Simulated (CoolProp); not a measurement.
Saturation properties of dimethyl carbonate (Tc = 283.9 °C, pc = 4909 kPa, ω = 0.346).

Model: reference Helmholtz-energy equation of state, Zhou 2011, in CoolProp.

```json
[
 {"T (°C)": "51.65", "p (kPa)": "24.93", "liquid density (kg/m³)": "1027", "vapour density (kg/m³)": "0.8402", "liquid cp (kJ/(kg K))": "1.875"},
 {"T (°C)": "56.85", "p (kPa)": "30.84", "liquid density (kg/m³)": "[?]", "vapour density (kg/m³)": "1.025", "liquid cp (kJ/(kg K))": "1.885"},
 {"T (°C)": "62.05", "p (kPa)": "37.85", "liquid density (kg/m³)": "1013", "vapour density (kg/m³)": "1.241", "liquid cp (kJ/(kg K))": "1.895"},
 {"T (°C)": "67.25", "p (kPa)": "46.11", "liquid density (kg/m³)": "1006", "vapour density (kg/m³)": "1.492", "liquid cp (kJ/(kg K))": "[?]"},
 {"T (°C)": "72.45", "p (kPa)": "[?]", "liquid density (kg/m³)": "998.9", "vapour density (kg/m³)": "1.781", "liquid cp (kJ/(kg K))": "[?]"},
 {"T (°C)": "77.75", "p (kPa)": "67.22", "liquid density (kg/m³)": "991.5", "vapour density (kg/m³)": "2.121", "liquid cp (kJ/(kg K))": "1.929"},
 {"T (°C)": "82.95", "p (kPa)": "80.22", "liquid density (kg/m³)": "984.2", "vapour density (kg/m³)": "2.502", "liquid cp (kJ/(kg K))": "1.941"},
 {"T (°C)": "88.15", "p (kPa)": "95.16", "liquid density (kg/m³)": "976.8", "vapour density (kg/m³)": "2.935", "liquid cp (kJ/(kg K))": "1.953"},
 {"T (°C)": "93.35", "p (kPa)": "112.2", "liquid density (kg/m³)": "969.4", "vapour density (kg/m³)": "3.425", "liquid cp (kJ/(kg K))": "1.966"},
 {"T (°C)": "98.55", "p (kPa)": "131.7", "liquid density (kg/m³)": "961.8", "vapour density (kg/m³)": "3.977", "liquid cp (kJ/(kg K))": "1.980"},
 {"T (°C)": "103.75", "p (kPa)": "153.6", "liquid density (kg/m³)": "954.3", "vapour density (kg/m³)": "4.597", "liquid cp (kJ/(kg K))": "1.994"},
 {"T (°C)": "109.05", "p (kPa)": "[?]", "liquid density (kg/m³)": "946.5", "vapour density (kg/m³)": "5.304", "liquid cp (kJ/(kg K))": "[?]"},
 {"T (°C)": "114.25", "p (kPa)": "206.7", "liquid density (kg/m³)": "938.7", "vapour density (kg/m³)": "6.077", "liquid cp (kJ/(kg K))": "2.023"},
 {"T (°C)": "119.45", "p (kPa)": "237.8", "liquid density (kg/m³)": "930.9", "vapour density (kg/m³)": "[?]", "liquid cp (kJ/(kg K))": "2.038"}
]
```

### Question
Complete the blanks.

### Answer

- 56.85, liquid density (kg/m³): 1020
- 67.25, liquid cp (kJ/(kg K)): 1.906
- 72.45, p (kPa): 55.76
- 72.45, liquid cp (kJ/(kg K)): 1.917
- 109.05, p (kPa): 178.9
- 109.05, liquid cp (kJ/(kg K)): 2.008
- 119.45, vapour density (kg/m³): 6.937

It boils at 90.1 °C under 1 atm.
